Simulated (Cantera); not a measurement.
Thermodynamics of silicon epitaxy and polysilicon growth, feed Si2H6 + N2

Charge: 1 mol Si2H6, 5.9 mol N2, at 1225 °C and 105 Torr.

These are equilibrium values from Cantera (NASA tables, ideal gas, pure condensed phases), not measurements of a reactor. Candidate condensed phases: Si, Si3N4; 18 gas species. The feed counts by its element totals alone. N2 is the only nitrogen source here; it is nearly inert below about 1500 K, so the nitride shown seldom forms there in practice. The numbers say what is thermodynamically allowed, not how fast it happens.

- x(N2) = 0.604
- x(H2) = 0.396
- x(H) = 2.90e-5
- x(NH3) = 1.69e-6
- n(Si3N4(s)) = 0.667 mol
- gas amount = 7.567 mol
- log10 activity of Si(s) (absent) = -2.18
